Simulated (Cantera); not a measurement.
Input: 1 mol Pb, 0.097 mol CO₂, 3.6 mol CO, held at 8200 Pa.

These are equilibrium values from Cantera (NASA tables, ideal gas, pure condensed phases), not measurements of a reactor. Candidate condensed phases: C, Pb, PbO, PbO₂, Pb₃O₄; 15 gas species. Equilibrium is a limit: real reactors are often held back by kinetics, nucleation or transport.

**Question.** What share of the Pb ends up in condensed phases as a function of T (K), at 948, 1023, 1098, 1173, 1248, 1323, 1398, 1473, 1548, 1623, 1698, 1773?

**Answer.** 
```tsv
T (K)	Pb condensed (%)	as
948	100.0	Pb(l)
1023	99.9	Pb(l)
1098	99.5	Pb(l)
1173	98.1	Pb(l)
1248	94.0	Pb(l)
1323	83.4	Pb(l)
1398	57.1	Pb(l)
1473	0.0	-
1548	0.0	-
1623	0.0	-
1698	0.0	-
1773	0.0	-
```
